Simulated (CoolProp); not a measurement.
Ethanol along the isobar 9180 kPa: density (kg/m³) from the reference equation and from simpler models built on Tc = 241.6 °C, pc = 6268 kPa, ω = 0.644; each cubic takes its own stable root.

Values from CoolProp's reference Helmholtz-energy equation of state, Schroeder 2014.

```csv
T (°C),phase,reference
79.35,liquid,746.4
103.75,liquid,722.8
128.05,liquid,696.3
152.35,liquid,665.5
176.65,liquid,629.4
200.95,liquid,586.6
225.25,liquid,532.2
249.55,supercritical,437.3
273.95,supercritical,214.6
298.25,supercritical,141.2
322.55,supercritical,117.1
346.85,supercritical,103.7
```

Task: How far does each simpler model (Soave-Redlich-Kwong, Peng-Robinson) lie from the reference over these 12 states: mean and median of the absolute difference, and the worst?

Result: 
- Soave-Redlich-Kwong: mean 14.6 %, median 16.5 %, worst -28.2 % at 249.55 °C and 9180 kPa
- Peng-Robinson: mean 8.1 %, median 6.2 %, worst -21.0 % at 249.55 °C and 9180 kPa
